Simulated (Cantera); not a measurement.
Stirred combustor or abatement burner

A perfectly stirred reactor is fed with 9.25 % CH4, 19.1 % O2, 71.7 % N2, equivalence ratio 0.97, at 0.230 bar; it is adiabatic with a 448 K inlet, and is followed from long to short residence time, starting on the burning branch (τ in s: 0.1, 0.04, 0.016, 0.0061, 0.0023, 0.00091, 0.00035, 0.00014, 5.3e-05, 2e-05, 7.9e-06, 3.1e-06).

Model: GRI-Mech 3.0 (53 species, 325 reactions), integrated in Cantera.

```
τ (s)    T (K)     x CH4    x O2     x CH3      x NO     x H2      x O
-------  -----  --------  ------  --------  --------  -------  -------
0.10      2175   6.15e-6  0.0151   2.90e-6  0.000840  0.00727  0.00150
0.040     2124   1.21e-5  0.0174   5.27e-6  0.000449  0.00909  0.00219
0.016     2057   2.43e-5  0.0201   9.52e-6  0.000224   0.0113  0.00320
0.0061    1979   5.31e-5  0.0230   1.85e-5  0.000111   0.0137  0.00446
0.0023    1901  0.000127  0.0260   3.91e-5   5.90e-5   0.0158  0.00566
0.00091   1833  0.000320  0.0294   8.78e-5   3.46e-5   0.0172  0.00631
0.00035   1762   0.00100  0.0360  0.000243   2.00e-5   0.0184  0.00570
0.00014    448    0.0925   0.191    <1e-12    <1e-12   <1e-12   <1e-12
5.3e-5     448    0.0925   0.191    <1e-12    <1e-12   <1e-12   <1e-12
2.0e-5     448    0.0925   0.191    <1e-12    <1e-12   <1e-12   <1e-12
7.9e-6     448    0.0925   0.191    <1e-12    <1e-12   <1e-12   <1e-12
3.1e-6     448    0.0925   0.191    <1e-12    <1e-12   <1e-12   <1e-12
```
x: mole fraction; the columns are a selection and need not sum to one.
